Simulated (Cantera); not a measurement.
Charge: 1 mol MgF₂, a varied amount of H₂O, 1.6 mol H₂, equilibrated at 1798.15 K and 530 Pa.

Equilibrium computed with Cantera from the NASA thermochemical tables; the gas is ideal and each condensed phase is pure. Candidate condensed phases: H₂O, Mg, MgF₂, MgO, Mg(OH)₂; 31 gas species. The tables' values for MgH are old estimates; treat these amounts as uncertain. Rates play no part.

log p: log10 of the partial pressure in bar; n: condensed amount in mol.

| n(H₂O) (mol) | log p H₂O | log p H₂ | log p HF | log p MgF₂ | log p Mg | log p MgF | log p H | n MgO(s) |
|---|---|---|---|---|---|---|---|---|
| 0.33 | -4.87 | -2.58 | -2.84 | -3.00 | -3.92 | -4.13 | -4.74 | ___ |
| 0.42 | -4.71 | -2.58 | -2.79 | -3.06 | -4.09 | -4.23 | -4.74 | ___ |
| 0.53 | -4.52 | -2.59 | -2.73 | -3.14 | -4.29 | -4.38 | -4.75 | ___ |
| 0.68 | -4.24 | -2.60 | -2.67 | -3.29 | -4.57 | -4.59 | -4.75 | ___ |
| 0.86 | -3.92 | -2.62 | -2.62 | -3.51 | -4.92 | -4.88 | -4.76 | ___ |
| 1.1 | -3.53 | -2.64 | -2.59 | -3.85 | -5.33 | -5.25 | -4.77 | 0.893 |
| 1.4 | -3.22 | -2.68 | -2.60 | -4.17 | -5.67 | -5.58 | -4.79 | 0.946 |
| 1.8 | -3.00 | -2.72 | -2.63 | -4.46 | -5.93 | -5.86 | -4.81 | 0.969 |
| 2.3 | -2.85 | -2.76 | -2.67 | -4.69 | -6.14 | -6.08 | -4.84 | 0.980 |
| 2.9 | -2.74 | -2.81 | -2.72 | -4.90 | -6.30 | -6.26 | -4.86 | 0.986 |
| 3.7 | -2.64 | -2.87 | -2.78 | -5.11 | -6.45 | -6.44 | -4.89 | 0.990 |
| 4.7 | -2.57 | -2.94 | -2.84 | -5.30 | -6.58 | -6.61 | -4.92 | 0.992 |

Fill in the missing entries.


- 0.33, n MgO(s): 0.322
- 0.42, n MgO(s): 0.409
- 0.53, n MgO(s): 0.512
- 0.68, n MgO(s): 0.644
- 0.86, n MgO(s): 0.780
